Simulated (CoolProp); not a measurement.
Vapour-liquid equilibrium of benzene (1) + n-octane (2) at 148.55 °C; x and y are mole fractions of (1).

The numbers come from the multi-fluid Helmholtz-energy mixture model, Thol 2012 and Beckmüller 2019; pair parameters Bell 2016 in CoolProp.

| x | bubble pressure (MPa) | y at the bubble point | dew pressure at overall composition x (MPa) | liquid density (mol/L) |
|---|---|---|---|---|
| 0.05 | ___ | 0.141 | 0.1909 | 5.274 |
| 0.125 | 0.2382 | 0.307 | 0.2027 | 5.466 |
| 0.2 | 0.2710 | ___ | 0.2160 | 5.670 |
| 0.275 | 0.3031 | 0.535 | 0.2310 | 5.889 |
| 0.35 | 0.3342 | 0.615 | ___ | 6.125 |
| 0.425 | 0.3641 | 0.681 | 0.2681 | 6.381 |
| 0.5 | 0.3927 | 0.736 | 0.2911 | 6.658 |
| 0.575 | 0.4203 | 0.784 | 0.3180 | 6.960 |
| 0.65 | 0.4469 | 0.827 | 0.3496 | 7.291 |
| 0.725 | 0.4728 | 0.867 | 0.3867 | 7.654 |
| 0.8 | 0.4982 | 0.904 | 0.4297 | 8.056 |
| 0.875 | 0.5234 | 0.940 | 0.4782 | 8.502 |
| 0.95 | 0.5486 | ___ | 0.5302 | 8.998 |

Task: Fill in the missing entries.

Result: 
- 0.05, bubble pressure (MPa): 0.2053
- 0.2, y at the bubble point: 0.435
- 0.35, dew pressure at overall composition x (MPa): 0.2483
- 0.95, y at the bubble point: 0.976

No azeotrope shows between x = 0.05 and 0.95.

Pair parameters are fitted to limited data, so mixtures are less certain than the pure fluids.
